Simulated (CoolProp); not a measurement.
Vapour-liquid equilibrium of toluene (1) + n-nonane (2) at 303.3 K; x and y are mole fractions of (1).

Computed with CoolProp (multi-fluid Helmholtz-energy mixture model, Lemmon 2006 and Lemmon 2006; pair parameters Bell 2016).

```tsv
x	bubble pressure, mixture model (MPa)	bubble pressure, Raoult's law (MPa)	y, mixture model	y, Raoult's law
0.05	0.001133	0.001004	0.330	0.245
0.2	0.002032	0.001624	0.681	0.607
0.35	0.002759	0.002244	0.802	0.769
0.5	0.003340	0.002864	0.865	0.861
0.65	0.003831	0.003484	0.909	0.920
0.8	0.004288	0.004104	0.946	0.961
0.95	0.004762	0.004724	0.985	0.992
```

The largest gap from Raoult's law is +25.1 % in bubble pressure, at x = 0.2. No azeotrope shows between x = 0.05 and 0.95.

The pair parameters rest on a limited set of measurements; away from them the model extrapolates.
